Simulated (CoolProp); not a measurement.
Vapour-liquid equilibrium of dimethyl carbonate (1) + n-nonane (2) at 409.1 K; x and y are mole fractions of (1).

Values from CoolProp's multi-fluid Helmholtz-energy mixture model, Zhou 2011 and Lemmon 2006; pair parameters Bell 2016.

### Question
Give the bubble pressure and the first vapour's composition at x = 0.15, 0.55, 0.75. Is there an azeotrope?

### Answer
x = 0.15: 168.4 kPa, y = 0.640; x = 0.55: 301.9 kPa, y = 0.852; x = 0.75: 330.2 kPa, y = 0.893. No azeotrope shows between x = 0.05 and 0.95.

Pair parameters are fitted to limited data, so mixtures are less certain than the pure fluids. With so large a gap from Raoult's law the liquid may split in two, which this calculation doesn't test in full.
